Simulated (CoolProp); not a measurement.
Properties of n-butane at several states.

Values from CoolProp's reference Helmholtz-energy equation of state, Bücker 2006.

```csv
T (K),p (kPa),phase,Joule-Thomson coefficient (K/MPa),conductivity (mW/(m K)),fugacity coefficient
448.1,630,gas,7.375,___,0.9538
417.5,296,gas,___,30.8,0.9723
278.9,12000,liquid,___,121,0.01664
261.6,392,liquid,-0.4001,121,___
381.3,8620,liquid,0.06484,___,___
```

### Question
Fill in the missing entries.

### Answer

- 448.1, conductivity (mW/(m K)): 35.5
- 417.5, Joule-Thomson coefficient (K/MPa): 8.852
- 278.9, Joule-Thomson coefficient (K/MPa): -0.4031
- 261.6, fugacity coefficient: 0.1638
- 381.3, conductivity (mW/(m K)): 84.1
- 381.3, fugacity coefficient: 0.2084

Thermal conductivity comes from a separate model (Perkins 2002).
